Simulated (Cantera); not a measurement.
## V + NH3 + H2 (tantalum, niobium, vanadium and zirconium in process gases)

A closed system holds: 1 mol V, 8.7 mol NH3, 160 mol H2, equilibrated at 2527 °C and 67.0 Pa.

Method: chemical equilibrium by Gibbs-energy minimisation in Cantera with the NASA 1993 tables (ideal gas, pure condensed phases). Candidate condensed phases: V, VN; 11 gas species. Equilibrium is a limit: real reactors are often held back by kinetics, nucleation or transport.

- x(H) = 0.902
- x(H2) = 0.0814
- x(N2) = 0.0134
- x(V) = 0.00308
- x(N) = 1.56e-5
- gas amount = 325.0 mol
- log10 activity of V(l) (absent) = -3.63
